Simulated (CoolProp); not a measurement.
Vapour-liquid equilibrium of propylene (1) + cyclohexane (2) at 44.85 °C; x and y are mole fractions of (1).

Values from CoolProp's multi-fluid Helmholtz-energy mixture model, Lemmon 2013 and Zhou 2014; pair parameters Bell 2016.

| x | bubble pressure (MPa) | y at the bubble point | dew pressure at overall composition x (MPa) | liquid density (mol/L) |
|---|---|---|---|---|
| 0.05 | 0.1299 | 0.773 | 0.03140 | … |
| 0.15 | 0.3205 | 0.911 | 0.03510 | 9.393 |
| 0.25 | 0.5006 | 0.945 | 0.03977 | 9.683 |
| 0.35 | 0.6725 | 0.961 | 0.04588 | … |
| 0.45 | 0.8388 | 0.971 | … | 10.27 |
| 0.55 | 1.002 | 0.978 | … | 10.56 |
| 0.65 | 1.165 | 0.983 | 0.08484 | … |
| 0.75 | 1.333 | 0.988 | … | 11.05 |
| 0.85 | 1.512 | 0.992 | 0.1949 | 11.21 |
| 0.95 | 1.717 | 0.997 | … | … |

### Question
What belongs in the gaps?

### Answer

- 0.05, liquid density (mol/L): 9.109
- 0.35, liquid density (mol/L): 9.977
- 0.45, dew pressure at overall composition x (MPa): 0.05418
- 0.55, dew pressure at overall composition x (MPa): 0.06614
- 0.65, liquid density (mol/L): 10.82
- 0.75, dew pressure at overall composition x (MPa): 0.1183
- 0.95, dew pressure at overall composition x (MPa): 0.5432
- 0.95, liquid density (mol/L): 11.23

No azeotrope shows between x = 0.05 and 0.95.

The pair parameters rest on a limited set of measurements; away from them the model extrapolates. The gap from Raoult's law changes sign with composition, which may be real or a fault of the pair parameters; it wasn't checked against measurements.
